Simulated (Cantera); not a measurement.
A closed system holds: 1 mol CHF3, 0.035 mol F2, held at 0.100 bar.

Equilibrium computed with Cantera from the NASA thermochemical tables; the gas is ideal and each condensed phase is pure. Candidate condensed phases: C, C6H6, C7H8, C8H18; 95 gas species. Condensed phases not in the tables: fluorocarbon polymer. Gases not in the tables: C2F6 and larger saturated fluorocarbons. The numbers say what is thermodynamically allowed, not how fast it happens.

x: gas mole fraction; n: condensed amount in mol.

```
T (K)   x HF  x CF4     x CF2       x F       x CF3  n C(graphite)
-----  -----  -----  --------  --------  ----------  -------------
875    0.659  0.341  7.71e-12    <1e-12  (withheld)          0.482
1025   0.659  0.341   2.29e-9  6.69e-11  (withheld)          0.482
1175   0.659  0.341   1.57e-7   7.61e-9  (withheld)          0.482
1325   0.659  0.341   4.07e-6   2.97e-7  (withheld)          0.482
1475   0.659  0.341   5.40e-5   5.51e-6  (withheld)          0.482
1625   0.659  0.341  0.000440   5.97e-5  (withheld)          0.482
1775   0.658  0.339   0.00250  0.000433  (withheld)          0.481
1925   0.654  0.332    0.0106   0.00229  (withheld)          0.475
2075   0.642  0.309    0.0357   0.00944  (withheld)          0.457
2225   0.611  0.256    0.0946    0.0311  (withheld)          0.414
```

Question: Complete the blanks.

Answer: 
- 875, x CF3: 5.30e-11
- 1025, x CF3: 5.27e-9
- 1175, x CF3: 1.61e-7
- 1325, x CF3: 2.25e-6
- 1475, x CF3: 1.83e-5
- 1625, x CF3: 0.000101
- 1775, x CF3: 0.000412
- 1925, x CF3: 0.00133
- 2075, x CF3: 0.00349
- 2225, x CF3: 0.00726
